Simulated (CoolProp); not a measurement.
Sulfur dioxide along the isobar 1.01 bar: fugacity coefficient from the reference equation and from simpler models built on Tc = 157.5 °C, pc = 78.87 bar, ω = 0.256; each cubic takes its own stable root.

Model: reference Helmholtz-energy equation of state, Gao 2016, in CoolProp.

```
T (°C)   phase  reference
------  ------  ---------
-62.45  liquid    0.04748
-48.15  liquid     0.1285
-33.85  liquid     0.3016
-19.55  liquid     0.6305
-5.25      gas     0.9750
9.05       gas     0.9796
23.45      gas     0.9831
37.75      gas     0.9858
52.05      gas     0.9880
66.35      gas     0.9898
```

Question: How far does each simpler model (Redlich-Kwong, Soave-Redlich-Kwong, Peng-Robinson) lie from the reference over these 10 states: mean and median of the absolute difference, and the worst?

Answer: 
- Redlich-Kwong: mean 50.0 %, median 0.8 %, worst +173.2 % at -62.45 °C and 1.01 bar
- Soave-Redlich-Kwong: mean 0.6 %, median 0.4 %, worst -1.2 % at -62.45 °C and 1.01 bar
- Peng-Robinson: mean 1.9 %, median 0.5 %, worst +7.4 % at -62.45 °C and 1.01 bar

At some of these states Redlich-Kwong gives the other phase, because its saturation line lies elsewhere.
